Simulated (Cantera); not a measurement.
A perfectly stirred reactor is fed with 8.76 % CH₄, 18.2 % O₂, 73.0 % N₂, at 5.00 bar; it is adiabatic with a 700 K inlet, and is followed from long to short residence time, starting on the burning branch (τ in s: 0.35, 0.12, 0.043, 0.015, 0.0052, 0.0018, 0.00064, 0.00022, 7.8e-05, 2.7e-05, 9.5e-06, 3.3e-06).

Detailed kinetics in Cantera: GRI-Mech 3.0 (53 species, 325 reactions).

x: mole fraction; the columns are a selection and need not sum to one.

| τ (s) | T (K) | x CH₄ | x O₂ | x C₂H₂ | x C₂H₆ | x HO₂ | x C₂H₄ | x HCN |
|---|---|---|---|---|---|---|---|---|
| 0.35 | 2401 | 1.74e-7 | 0.00934 | 2.23e-12 | <1e-12 | 2.06e-6 | <1e-12 | [?] |
| 0.12 | 2401 | 5.00e-7 | 0.00948 | 1.55e-11 | <1e-12 | 2.10e-6 | 5.31e-12 | [?] |
| 0.043 | 2401 | 1.36e-6 | 0.00980 | 1.05e-10 | <1e-12 | 2.18e-6 | 3.89e-11 | [?] |
| 0.015 | 2398 | 3.70e-6 | 0.0104 | 7.13e-10 | 4.67e-12 | 2.34e-6 | 2.81e-10 | [?] |
| 0.0052 | 2390 | 9.70e-6 | 0.0113 | 4.25e-9 | 3.16e-11 | 2.67e-6 | 1.81e-9 | [?] |
| 0.0018 | 2369 | 2.37e-5 | 0.0127 | 1.96e-8 | 1.85e-10 | 3.36e-6 | 9.42e-9 | [?] |
| 0.00064 | 2332 | 5.30e-5 | 0.0148 | 6.49e-8 | 8.84e-10 | 4.85e-6 | 3.67e-8 | [?] |
| 0.00022 | 2272 | 0.000119 | 0.0180 | 1.86e-7 | 4.09e-9 | 8.09e-6 | 1.28e-7 | [?] |
| 7.8e-5 | 2194 | 0.000274 | 0.0222 | 5.40e-7 | 2.00e-8 | 1.44e-5 | 4.50e-7 | [?] |
| 2.7e-5 | 2089 | 0.000773 | 0.0292 | 2.33e-6 | 1.62e-7 | 2.87e-5 | 2.39e-6 | [?] |
| 9.5e-6 | 700 | 0.0876 | 0.182 | <1e-12 | <1e-12 | <1e-12 | <1e-12 | <1e-12 |
| 3.3e-6 | 700 | 0.0876 | 0.182 | <1e-12 | <1e-12 | <1e-12 | <1e-12 | <1e-12 |

Q: Some entries are withheld; supply them.

A: 
- 0.35, x HCN: 4.43e-8
- 0.12, x HCN: 1.18e-7
- 0.043, x HCN: 2.72e-7
- 0.015, x HCN: 5.34e-7
- 0.0052, x HCN: 8.74e-7
- 0.0018, x HCN: 1.28e-6
- 0.00064, x HCN: 1.76e-6
- 0.00022, x HCN: 2.37e-6
- 7.8e-5, x HCN: 3.21e-6
- 2.7e-5, x HCN: 4.79e-6
